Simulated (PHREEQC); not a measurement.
Dissolve 0.0012 mol CuSO4, 0.038 mol HBF4 and 0.00013 mol Na2SO4 per kg of water at 25 °C. Closed to the air; pH follows from the charge balance.

Computed with PHREEQC (ion-association model, phreeqc.dat).

Each row changes one thing in this solution. Precipitation was switched off in this run.

```json
[
 {"case": "as made", "pH": "1.52", "ionic strength (mol/kgw)": "0.0395", "BF4- (mol/kgw)": "0.0344", "HF (mol/kgw)": "0.0100", "H3BO3 (mol/kgw)": "0.00218", "BF3OH- (mol/kgw)": "0.00125"},
 {"case": "0.00087 mol/kgw HNO3 added", "pH": "1.51", "ionic strength (mol/kgw)": "0.0404", "BF4- (mol/kgw)": "0.0344", "HF (mol/kgw)": "0.0101", "H3BO3 (mol/kgw)": "0.00219", "BF3OH- (mol/kgw)": "0.00124"},
 {"case": "temperature from 25 to 85 °C", "pH": "1.58", "ionic strength (mol/kgw)": "0.0350", "BF4- (mol/kgw)": "(withheld)", "HF (mol/kgw)": "0.0270", "H3BO3 (mol/kgw)": "0.00617", "BF3OH- (mol/kgw)": "0.00142"},
 {"case": "Na2SO4 from 0.00013 to 0.000117 mol/kgw", "pH": "1.52", "ionic strength (mol/kgw)": "0.0395", "BF4- (mol/kgw)": "0.0344", "HF (mol/kgw)": "0.0100", "H3BO3 (mol/kgw)": "0.00218", "BF3OH- (mol/kgw)": "0.00125"},
 {"case": "CuSO4 from 0.0012 to 0.006 mol/kgw", "pH": "1.55", "ionic strength (mol/kgw)": "0.0517", "BF4- (mol/kgw)": "0.0344", "HF (mol/kgw)": "0.00980", "H3BO3 (mol/kgw)": "0.00213", "BF3OH- (mol/kgw)": "0.00128"},
 {"case": "CuSO4 from 0.0012 to 0.00024 mol/kgw", "pH": "1.51", "ionic strength (mol/kgw)": "0.0369", "BF4- (mol/kgw)": "0.0344", "HF (mol/kgw)": "0.0101", "H3BO3 (mol/kgw)": "0.00220", "BF3OH- (mol/kgw)": "0.00124"},
 {"case": "HBF4 from 0.038 to 0.057 mol/kgw", "pH": "(withheld)", "ionic strength (mol/kgw)": "0.0580", "BF4- (mol/kgw)": "0.0527", "HF (mol/kgw)": "0.0118", "H3BO3 (mol/kgw)": "0.00251", "BF3OH- (mol/kgw)": "0.00162"},
 {"case": "diluted 100-fold with water", "pH": "3.15", "ionic strength (mol/kgw)": "0.000788", "BF4- (mol/kgw)": "6.25e-6", "HF (mol/kgw)": "0.000749", "H3BO3 (mol/kgw)": "0.000365", "BF3OH- (mol/kgw)": "3.07e-6"}
]
```

Problem. Fill in the missing entries.

Solution. 
- temperature from 25 to 85 °C, BF4- (mol/kgw): 0.0298
- HBF4 from 0.038 to 0.057 mol/kgw, pH: 1.34

Complexes and solids missing from the database can't appear. Constants without temperature data keep their 25 °C values here. Real BF4- forms and hydrolyses slowly; the run takes it at equilibrium.
